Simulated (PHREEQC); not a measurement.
Dissolve 0.22 mol/kgw NaHCO3, 0.0043 mol/kgw Na2CO3 and 0.06 mol/kgw NaCl at 20 °C. Closed to the air; pH follows from the charge balance.

Model: ion-association model, phreeqc.dat, run in PHREEQC.

Each row changes one thing in this solution. Precipitation was switched off in this run.

```json
[
 {"case": "as made", "pH": "8.16", "ionic strength (mol/kgw)": "0.273", "Na+ (mol/kgw)": "0.270", "HCO3- (mol/kgw)": "0.200", "NaHCO3 (mol/kgw)": "0.0157", "NaCO3- (mol/kgw)": "0.00344", "SI of Halite (NaCl)": "-3.65"},
 {"case": "Na2CO3 left out", "pH": "7.94", "ionic strength (mol/kgw)": "0.265", "Na+ (mol/kgw)": "0.263", "HCO3- (mol/kgw)": "0.197", "NaHCO3 (mol/kgw)": "0.0152", "NaCO3- (mol/kgw)": "0.00198", "SI of Halite (NaCl)": "-3.66"},
 {"case": "diluted 2-fold with water", "pH": "8.28", "ionic strength (mol/kgw)": "0.140", "Na+ (mol/kgw)": "0.138", "HCO3- (mol/kgw)": "0.103", "NaHCO3 (mol/kgw)": "0.00473", "NaCO3- (mol/kgw)": "(withheld)", "SI of Halite (NaCl)": "-4.19"},
 {"case": "temperature from 20 to 40 °C", "pH": "7.84", "ionic strength (mol/kgw)": "0.271", "Na+ (mol/kgw)": "0.269", "HCO3- (mol/kgw)": "0.199", "NaHCO3 (mol/kgw)": "0.0137", "NaCO3- (mol/kgw)": "0.00606", "SI of Halite (NaCl)": "-3.68"},
 {"case": "Na2CO3 from 0.0043 to 0.00645 mol/kgw", "pH": "8.26", "ionic strength (mol/kgw)": "0.277", "Na+ (mol/kgw)": "0.273", "HCO3- (mol/kgw)": "0.200", "NaHCO3 (mol/kgw)": "0.0159", "NaCO3- (mol/kgw)": "0.00435", "SI of Halite (NaCl)": "-3.64"},
 {"case": "NaHCO3 from 0.22 to 0.33 mol/kgw", "pH": "(withheld)", "ionic strength (mol/kgw)": "0.368", "Na+ (mol/kgw)": "0.364", "HCO3- (mol/kgw)": "0.292", "NaHCO3 (mol/kgw)": "0.0292", "NaCO3- (mol/kgw)": "0.00492", "SI of Halite (NaCl)": "-3.54"},
 {"case": "NaHCO3 left out", "pH": "10.80", "ionic strength (mol/kgw)": "0.0701", "Na+ (mol/kgw)": "0.0675", "HCO3- (mol/kgw)": "(withheld)", "NaHCO3 (mol/kgw)": "1.33e-5", "NaCO3- (mol/kgw)": "0.00111", "SI of Halite (NaCl)": "(withheld)"},
 {"case": "NaCl from 0.06 to 0.6 mol/kgw", "pH": "7.95", "ionic strength (mol/kgw)": "0.793", "Na+ (mol/kgw)": "0.790", "HCO3- (mol/kgw)": "0.181", "NaHCO3 (mol/kgw)": "0.0334", "NaCO3- (mol/kgw)": "0.00487", "SI of Halite (NaCl)": "-2.24"}
]
```

What belongs in the gaps?


- diluted 2-fold with water, NaCO3- (mol/kgw): 0.00128
- NaHCO3 from 0.22 to 0.33 mol/kgw, pH: 8.03
- NaHCO3 left out, HCO3- (mol/kgw): 0.000531
- NaHCO3 left out, SI of Halite (NaCl): -4.15

The ionic strength passes 0.7 mol/kgw, the rough limit of the ion-association models, in NaCl from 0.06 to 0.6 mol/kgw. Constants without temperature data keep their 25 °C values here.
